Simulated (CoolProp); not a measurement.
Aqueous propylene glycol as a coolant, 23 % by mass, freezing at -8.7 °C, 1 atm.

Computed with CoolProp (Melinder's fits for secondary coolants).

```
T (°C)  viscosity (mPa s)  conductivity (W/(m K))  Prandtl number  density (kg/m³)
------  -----------------  ----------------------  --------------  ---------------
-4.6                 6.21                   0.454            53.2             1024
-0.7                 5.15                   0.457            43.9             1024
3.2                  4.33                   0.461            36.6                …
7.1                     …                       …            30.9             1022
11                   3.14                   0.469            26.3             1021
15                   2.70                       …            22.5             1019
18.9                    …                   0.476            19.5                …
22.8                 2.07                   0.480            17.0             1016
26.7                 1.83                   0.484            15.0                …
30.6                 1.63                   0.488            13.3             1013
34.5                 1.47                   0.491            11.9             1011
38.5                    …                   0.495            10.7             1009
```

### Question
Some entries are withheld; supply them.

### Answer

- 3.2, density (kg/m³): 1023
- 7.1, viscosity (mPa s): 3.67
- 7.1, conductivity (W/(m K)): 0.465
- 15, conductivity (W/(m K)): 0.473
- 18.9, viscosity (mPa s): 2.35
- 18.9, density (kg/m³): 1018
- 26.7, density (kg/m³): 1015
- 38.5, viscosity (mPa s): 1.32
